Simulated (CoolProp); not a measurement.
A single-stage vapour-compression cycle with the fluid: evaporating at 259.15 K (dew point), condensing at 283.15 K (bubble point), superheat 10 K, subcooling 8 K, compressor efficiency 0.6, no pressure losses. The same conditions are run with several fluids, on thermodynamics alone (safety and materials aside).

Values from CoolProp's reference Helmholtz-energy equation of state of each fluid (chlorine: Thol 2021; trans-2-butene: Lemmon 2005; n-perfluoropentane: Gao 2022; R141b: Lemmon 2006; R124: de Vries 1995; sulfur dioxide: Gao 2016).

```json
[
 {"fluid": "chlorine", "cooling COP": "5.93", "pressure ratio": "2.23", "discharge temperature (K)": "362.7", "refrigerating effect (kJ/kg)": "265", "volumetric capacity (kJ/m³)": "1980"},
 {"fluid": "trans-2-butene", "cooling COP": "6.27", "pressure ratio": "2.56", "discharge temperature (K)": "312.1", "refrigerating effect (kJ/kg)": "398", "volumetric capacity (kJ/m³)": "566"},
 {"fluid": "n-perfluoropentane", "cooling COP": "6.29", "pressure ratio": "3.17", "discharge temperature (K)": "289.2", "refrigerating effect (kJ/kg)": "94.0", "volumetric capacity (kJ/m³)": "182"},
 {"fluid": "R141b", "cooling COP": "6.27", "pressure ratio": "?", "discharge temperature (K)": "?", "refrigerating effect (kJ/kg)": "233", "volumetric capacity (kJ/m³)": "175"},
 {"fluid": "R124", "cooling COP": "?", "pressure ratio": "2.52", "discharge temperature (K)": "306.7", "refrigerating effect (kJ/kg)": "?", "volumetric capacity (kJ/m³)": "920"},
 {"fluid": "sulfur dioxide", "cooling COP": "5.95", "pressure ratio": "2.72", "discharge temperature (K)": "369.4", "refrigerating effect (kJ/kg)": "?", "volumetric capacity (kJ/m³)": "933"}
]
```

### Question
Some entries are withheld; supply them.

### Answer

- R141b, pressure ratio: 3.05
- R141b, discharge temperature (K): 319.4
- R124, cooling COP: 6.25
- R124, refrigerating effect (kJ/kg): 157
- sulfur dioxide, refrigerating effect (kJ/kg): 378
